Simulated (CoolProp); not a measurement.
Vapour-liquid equilibrium of ethane (1) + n-pentane (2) at 266.4 K; x and y are mole fractions of (1).

The numbers come from the multi-fluid Helmholtz-energy mixture model, Bücker 2006 and Thol 2019; pair parameters Kunz 2012 in CoolProp.

### Question
Give the bubble pressure and the first vapour's composition at x = 0.35, 0.55, 0.65. Is there an azeotrope?

### Answer
x = 0.35: 6.707 bar, y = 0.976; x = 0.55: 10.46 bar, y = 0.987; x = 0.65: 12.37 bar, y = 0.990. No azeotrope shows between x = 0.05 and 0.95.

The pair parameters rest on a limited set of measurements; away from them the model extrapolates.
